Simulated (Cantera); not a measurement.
Charge: 1 mol Si3N4, 0.015 mol N2O, 2 mol H2, equilibrated at 827 °C and 0.820 bar.

Method: chemical equilibrium by Gibbs-energy minimisation in Cantera with the NASA 1993 tables (ideal gas, pure condensed phases). Candidate condensed phases: H2O, Si, SiO2, Si2N2O, Si3N4; 35 gas species. Mutual solubility and eutectic melting of coexisting phases are not modelled. Kinetics and transport are ignored.

Base state: H2 0.990, N2 0.00989, NH3 2.55e-5 (mole fractions); condensed: Si2N2O(s) + Si3N4(s).

Q: What changes in the equilibrium state with this change: N2O from 0.015 to 0.051 mol?

A: 
```json
[
 {"species": "H2", "before": "0.990", "after": "0.967"},
 {"species": "N2", "before": "0.00989", "after": "0.0329"},
 {"species": "NH3", "before": "2.55e-5", "after": "4.49e-5"},
 {"species": "Si2N2O(s), mol", "before": "0.0150", "after": "0.0510"},
 {"species": "Si3N4(s), mol", "before": "0.990", "after": "0.966"}
]
```
